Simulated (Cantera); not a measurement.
An isothermal, constant-pressure homogeneous reactor starts with CH4 : N2 = 1 : 190 (molar parts), at 1400 K and 293 Torr. Integrator tolerance rtol = 1e-08.

Cantera simulation using GRI-Mech 3.0 (53 species, 325 reactions); the numbers are that mechanism's predictions, not measurements. GRI-Mech 3.0 stops at C3 and has no aromatics, soot or wall deposition, so with more carbon than oxygen in the feed, carbon stays in small species such as C2H2 where larger ones or solid carbon would form.

Task: What does this change do: temperature 1400 to 1000 K?

Result: 
```
quantity                                             before                                     after
----------------  -----------------------------------------  ----------------------------------------
x(CH4) at 300 s    0.000247 (gas-phase equilibrium 8.01e-6)   0.00524 (gas-phase equilibrium 0.00253)
x(C2H) at 300 s   2.11e-10 (gas-phase equilibrium 1.06e-11)     <1e-12 (gas-phase equilibrium <1e-12)
x(HCN) at 300 s     5.37e-8 (gas-phase equilibrium 0.00495)    <1e-12 (gas-phase equilibrium 0.00238)
x(CH2) at 300 s     2.75e-11 (gas-phase equilibrium <1e-12)     <1e-12 (gas-phase equilibrium <1e-12)
x(C2H4) at 300 s    6.01e-6 (gas-phase equilibrium 3.07e-7)  3.60e-10 (gas-phase equilibrium 6.89e-5)
```

Task: What does this change do: temperature 1400 to 1350 K?

Result: 
| quantity | before | after |
|---|---|---|
| x(CH4) at 300 s | 0.000247 (gas-phase equilibrium 8.01e-6) | 0.000907 (gas-phase equilibrium 1.59e-5) |
| x(C2H) at 300 s | 2.11e-10 (gas-phase equilibrium 1.06e-11) | 5.99e-11 (gas-phase equilibrium 3.92e-12) |
| x(HCN) at 300 s | 5.37e-8 (gas-phase equilibrium 0.00495) | 8.83e-9 (gas-phase equilibrium 0.00492) |
| x(CH2) at 300 s | 2.75e-11 (gas-phase equilibrium <1e-12) | 2.08e-11 (gas-phase equilibrium <1e-12) |
| x(C2H4) at 300 s | 6.01e-6 (gas-phase equilibrium 3.07e-7) | 9.00e-6 (gas-phase equilibrium 6.10e-7) |

Task: What does this change do: pressure from 293 Torr to 750 Torr?

Result: 
```
quantity                                             before                                      after
----------------  -----------------------------------------  -----------------------------------------
x(CH4) at 300 s    0.000247 (gas-phase equilibrium 8.01e-6)   0.000190 (gas-phase equilibrium 2.04e-5)
x(C2H) at 300 s   2.11e-10 (gas-phase equilibrium 1.06e-11)  1.35e-10 (gas-phase equilibrium 6.57e-12)
x(HCN) at 300 s     5.37e-8 (gas-phase equilibrium 0.00495)    2.85e-8 (gas-phase equilibrium 0.00494)
x(CH2) at 300 s     2.75e-11 (gas-phase equilibrium <1e-12)    8.51e-12 (gas-phase equilibrium <1e-12)
x(C2H4) at 300 s    6.01e-6 (gas-phase equilibrium 3.07e-7)    1.55e-5 (gas-phase equilibrium 7.82e-7)
```
